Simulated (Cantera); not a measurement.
Feed: 1 mol TEOS, a varied amount of O2, held at 1477 °C and 0.100 bar.

Method: chemical equilibrium by Gibbs-energy minimisation in Cantera with the NASA 1993 tables (ideal gas, pure condensed phases). Candidate condensed phases: C, C6H6, C7H8, C8H18, H2O, Si, SiC, SiO2; 123 gas species. The feed counts by its element totals alone. Rates play no part.

At 0.36 mol O2, list the 6 most abundant gas species with their mole fractions, and the condensed phases.

H2 0.679, CO 0.319, SiO 0.00153, H 0.000606, C2H2 (acetylene) 7.80e-5, CH4 4.21e-5. Condensed: C(graphite) + SiC(s).
